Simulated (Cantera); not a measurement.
An isothermal, constant-pressure homogeneous reactor starts with CH4 : H2 : O2 = 0.025 : 1 : 0.016 (molar parts), at 2375 K and 10.00 Torr.

Computed with Cantera and GRI-Mech 3.0 (53 species, 325 reactions). Radical loss at walls, strong at low pressure, is not modelled.

x: mole fraction; the columns are a selection and need not sum to one.

```json
[
 {"t (s)": "3.00e-5", "x CH4": "0.0238", "x H2": "0.960", "x O2": "0.0153", "x C2H6": "2.38e-9", "x CH2CO": "<1e-12", "x CO2": "2.13e-9"},
 {"t (s)": "9.53e-5", "x CH4": "0.0234", "x H2": "0.959", "x O2": "0.0151", "x C2H6": "___", "x CH2CO": "2.31e-10", "x CO2": "___"},
 {"t (s)": "0.000303", "x CH4": "___", "x H2": "0.949", "x O2": "___", "x C2H6": "___", "x CH2CO": "___", "x CO2": "___"},
 {"t (s)": "0.000962", "x CH4": "0.0113", "x H2": "0.924", "x O2": "0.000273", "x C2H6": "1.28e-6", "x CH2CO": "1.09e-6", "x CO2": "4.61e-5"},
 {"t (s)": "0.00306", "x CH4": "0.00461", "x H2": "0.929", "x O2": "3.08e-8", "x C2H6": "2.18e-7", "x CH2CO": "2.04e-6", "x CO2": "1.27e-5"},
 {"t (s)": "0.00972", "x CH4": "0.00132", "x H2": "0.929", "x O2": "3.39e-8", "x C2H6": "2.03e-8", "x CH2CO": "2.30e-6", "x CO2": "1.89e-5"},
 {"t (s)": "0.0309", "x CH4": "0.000590", "x H2": "0.927", "x O2": "3.09e-8", "x C2H6": "4.72e-9", "x CH2CO": "1.43e-6", "x CO2": "3.42e-5"},
 {"t (s)": "0.0981", "x CH4": "0.000210", "x H2": "0.923", "x O2": "1.64e-8", "x C2H6": "7.22e-10", "x CH2CO": "3.20e-7", "x CO2": "3.75e-5"},
 {"t (s)": "0.312", "x CH4": "1.03e-5", "x H2": "0.908", "x O2": "1.08e-8", "x C2H6": "2.20e-12", "x CH2CO": "6.19e-9", "x CO2": "2.69e-5"},
 {"t (s)": "0.990", "x CH4": "4.65e-12", "x H2": "0.875", "x O2": "2.51e-8", "x C2H6": "<1e-12", "x CH2CO": "<1e-12", "x CO2": "2.62e-5"},
 {"t (s)": "3.15", "x CH4": "2.43e-12", "x H2": "0.858", "x O2": "3.59e-8", "x C2H6": "<1e-12", "x CH2CO": "<1e-12", "x CO2": "2.61e-5"},
 {"t (s)": "10.0", "x CH4": "2.39e-12", "x H2": "0.858", "x O2": "3.63e-8", "x C2H6": "<1e-12", "x CH2CO": "<1e-12", "x CO2": "2.61e-5"}
]
```

Fill in the missing entries.


- 9.53e-5, x C2H6: 4.96e-8
- 9.53e-5, x CO2: 9.86e-8
- 0.000303, x CH4: 0.0206
- 0.000303, x O2: 0.0118
- 0.000303, x C2H6: 9.09e-7
- 0.000303, x CH2CO: 1.74e-7
- 0.000303, x CO2: 6.76e-6
